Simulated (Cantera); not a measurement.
Mixture: 13.4 % CH₄, 0.616 % H₂, 18.1 % O₂, 67.9 % N₂, equivalence ratio 1.5, at 1.01 bar, adiabatic and at constant volume. Ignition delay is the time to a rise of 400 K.

Computed with Cantera and GRI-Mech 3.0 (53 species, 325 reactions). Below about 1000 K GRI-Mech 3.0 lacks low-temperature oxidation paths. Below about 950 K walls govern HO2 and H2O2 in real vessels.

**Question.** Predict: delay at 850 K; delay at 1050 K; delay at 1250 K; delay at 1450 K; delay at 1650 K; apparent activation energy between 1550 and 1750 K.

**Answer.** 
```json
{
  "delay at 850 K": "3.51 s",
  "delay at 1050 K": "0.219 s",
  "delay at 1250 K": "16.9 ms",
  "delay at 1450 K": "1.69 ms",
  "delay at 1650 K": "0.276 ms",
  "apparent activation energy between 1550 and 1750 K": "180 kJ/mol"
}
```
